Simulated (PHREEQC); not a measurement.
A solution holds 0.21 mol FeCl2 per kg of water, at 25 °C. Closed to the air; pH follows from the charge balance.

The numbers come from PHREEQC with the ion-association model, phreeqc.dat.

No solid was allowed to form.

Estimate the pH, activity of water, density.

pH 5.40; activity of water 0.990; density 1.020 g/cm³.

In which forms is Cl present?

Cl- 95 %, FeCl+ 5.1 % of the Cl.

Complexes and solids missing from the database can't appear.
